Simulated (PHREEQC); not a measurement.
A solution holds 100 mmol/kgw KCl and 3.4 mmol/kgw Sr(NO3)2, at 66 °C. Closed to the air; pH follows from the charge balance.

Computed with PHREEQC (ion-association model, wateq4f.dat).

```tsv
quantity	before	after
pH	6.43	6.68
ionic strength (mol/kgw)	0.110	0.110
```

### Question
Name the change that produced these shifts.
A) temperature from 66 to 45 °C
B) 0.11 mol/kgw Cd(NO3)2 added
C) KCl replaced by KNO3 at the same molality
D) diluted 5-fold with water
E) 0.012 mol/kgw H2SO4 added

### Answer
A, temperature from 66 to 45 °C

Precipitation was switched off in this run. At this temperature some constants are extrapolated from 25 °C, and those without enthalpy data are left unchanged.
